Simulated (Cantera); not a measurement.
A Cantera script and what it prints.

```python
import numpy as np
import cantera as ct

gas_names = """
    CL CL2 H HCL H2 Si SiCL SiCL2 SiCL3 SiCL4 SiH SiHCL3 SiH2 SiH2CL2 SiH3 SiH3CL SiH4 Si2 Si3
""".split()
cond_names = """
    Si(cr) Si(L)
""".split()


def load(file, names, dense=False):
    # The tables refer to 1 bar. Condensed volumes are neglected.
    table = {s.name: s for s in ct.Species.list_from_file(file)}
    out = []
    for n in names:
        d = dict(table[n].input_data)
        d["thermo"] = dict(d["thermo"], **{"reference-pressure": 1e5})
        if dense:
            d["equation-of-state"] = {"model": "constant-volume", "density": "1e6 g/cm^3"}
        out.append(ct.Species.from_dict(d))
    return out


gas = ct.Solution(thermo="ideal-gas", species=load("nasa_gas.yaml", gas_names))
cond = {s.name: ct.Solution(thermo="fixed-stoichiometry", species=[s], name=s.name)
        for s in load("nasa_condensed.yaml", cond_names, dense=True)}
atoms = {
    'SiCl4': {'Si': 1, 'CL': 4},
    'H2': {'H': 2},
}
top_T = {}  # K; cautious upper limits of use, not melting points


def equilibrate(T, P, feed):
    n = {}
    for name, mol in feed.items():
        for a, k in atoms[name].items():
            n[a] = n.get(a, 0.0) + k * mol
    gas.TPX = T, P, n
    mass = sum(n.values()) * gas.mean_molecular_weight
    gas.equilibrate("TP")
    valid = [c for c in cond.values() if c.min_temp <= T <= top_T.get(c.name, c.max_temp)]
    mix = ct.Mixture([(gas, mass / gas.mean_molecular_weight)] + [(c, 0.0) for c in valid])
    mix.T, mix.P = T, P
    mix.equilibrate("TP", solver="vcs", rtol=1e-11, max_steps=5000)
    return mix


results = []
feed = {'SiCl4': 1, 'H2': 0.3}  # mol
T = 998  # K
P = 13332.2  # Pa
mix = equilibrate(T, P, feed)
results.append((T, P, feed, dict(zip(mix.species_names, mix.species_moles))))
print(gas.report(threshold=1e-05))
for i in range(1, mix.n_phases):
    print(f"{mix.phase(i).name:16s} {mix.phase_moles(i):12.5e} mol")
```

Result:

```
       temperature   998 K
          pressure   13332 Pa
           density   0.21032 kg/m^3
  mean mol. weight   130.9 kg/kmol
   phase of matter   gas

                          1 kg             1 kmol
                     ---------------   ---------------
          enthalpy       -3.4128e+06       -4.4673e+08  J
   internal energy       -3.4762e+06       -4.5503e+08  J
           entropy            3131.6        4.0993e+05  J/K
    Gibbs function       -6.5382e+06       -8.5584e+08  J
 heat capacity c_p            673.36             88143  J/K
 heat capacity c_v            609.84             79828  J/K

                      mass frac. Y      mole frac. X     chem. pot. / RT
                     ---------------   ---------------   ---------------
               HCL         0.0094282          0.033851           -40.798
                H2          0.003055           0.19836           -21.133
             SiCL2        0.00024422        0.00032297           -67.532
             SiCL3         0.0031943         0.0031103           -97.764
             SiCL4           0.95311           0.73439           -127.99
            SiHCL3          0.030869          0.029834           -108.33
           SiH2CL2        0.00010063        0.00013043           -88.666
     [  +12 minor]        7.4111e-08        1.4857e-07

Si(cr)            0.00000e+00 mol
```

Cantera equilibrium calculation (NASA polynomials, part measured and part estimated; ideal gas, pure solids and liquids). The tables' values for SiCl3 are old estimates; treat these amounts as uncertain.
